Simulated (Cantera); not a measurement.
Input: 1 mol Si, 0.0032 mol H2O, 770 mol H2, at 1775 K and 3.60 mbar.

These are equilibrium values from Cantera (NASA tables, ideal gas, pure condensed phases), not measurements of a reactor. Gases not in the tables: Si2H6 and higher silanes. Equilibrium is a limit: real reactors are often held back by kinetics, nucleation or transport.

```json
[
 {"species": "H2", "before": "0.995", "after": "0.884"},
 {"species": "H", "before": "0.00481", "after": "0.115"},
 {"species": "Si", "before": "0.000610", "after": "0.00119"},
 {"species": "SiH2", "before": "2.49e-5", "after": "2.42e-6"},
 {"species": "SiH", "before": "4.48e-5", "after": "2.71e-5"},
 {"species": "Si(l), mol", "before": "0.465", "after": "0"}
]
```
Gas species are given as mole fractions.

Task: What was changed between the two runs?
A. temperature from 1775 K to 1423.15 K
B. pressure from 3.60 mbar to 1.33 mbar
C. temperature from 1775 K to 2248 K
D. H2O from 0.0032 to 1.9 mol

Result: C, temperature from 1775 K to 2248 K
